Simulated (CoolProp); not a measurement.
The fluid at 293.15 K and 0.00802 MPa expands adiabatically to 0.000902 MPa with isentropic efficiency 0.7. The same conditions are run with several fluids, on thermodynamics alone (safety and materials aside).

Values from CoolProp's reference Helmholtz-energy equation of state of each fluid (methanol: de Reuck 1993; isobutane: Bücker 2006; n-perfluorobutane: Gao 2022; isobutene: Lemmon 2005; R245ca: Zhou 2016).

```
fluid              work (kJ/kg)  final temperature (K)                       final phase  final density (kg/m³)
-----------------  ------------  ---------------------  --------------------------------  ---------------------
methanol                    102                  251.4  two-phase, vapour fraction 0.963                 0.0145
isobutane                  58.0                  255.6                               gas                 0.0247
n-perfluorobutane          15.0                  275.3                               gas                 0.0938
isobutene                  59.6                  252.8                               gas                 0.0241
R245ca                     25.7                  262.6                               gas                 0.0554
```
